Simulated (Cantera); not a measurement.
Mixture: CH₃OH : O₂ : N₂ = 1 : 1 : 3.76 (molar parts), equivalence ratio 1.5, at 825 Torr, adiabatic and at constant pressure. Ignition delay is the time to a rise of 400 K.

Computed with Cantera and GRI-Mech 3.0 (53 species, 325 reactions). GRI-Mech 3.0 was tuned for natural gas; its chemistry of methanol as a main component is partial and can be far from experiment.

### Question
What does this change do: 0.25 parts H2O added?

### Answer
```tsv
quantity	before	after
delay at 1300 K	1.77 ms	1.58 ms
delay at 1450 K	0.293 ms	0.261 ms
delay at 1600 K	75.3 µs	66.9 µs
delay at 1750 K	26.4 µs	23.5 µs
apparent activation energy between 1675 and 1825 K	160 kJ/mol	160 kJ/mol
```
